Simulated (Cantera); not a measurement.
Charge: 1 mol SiF₄, 0.61 mol N₂O, 1.4 mol N₂, 0.16 mol NO, at 160 Pa.

These are equilibrium values from Cantera (NASA tables, ideal gas, pure condensed phases), not measurements of a reactor. Candidate condensed phases: Si, SiO₂, Si₂N₂O, Si₃N₄; 28 gas species. Rates play no part. All values below are at 1250 K.

Base state: N₂ 0.601, SiF₄ 0.288, O₂ 0.111, NO 0.000179 (mole fractions); condensed: gas only.

Task: What changes in the equilibrium state with this change: SiF₄ replaced by HMDSO?

Result: 
```tsv
species	before	after
H₂	0	0.829
N₂	0.601	0.100
CO	0	0.0709
SiF₄	0.288	0
O₂	0.111	<1e-9
NO	0.000179	<1e-9
HCN	0	3.66e-5
CH₄	0	1.21e-5
H	0	1.10e-5
C(graphite), mol	0	5.23
Si₂N₂O(s), mol	0	1.000
```
The feed counts by its element totals alone. Further candidate phases: C, C₆H₆, C₇H₈, C₈H₁₈, H₂O, SiC.
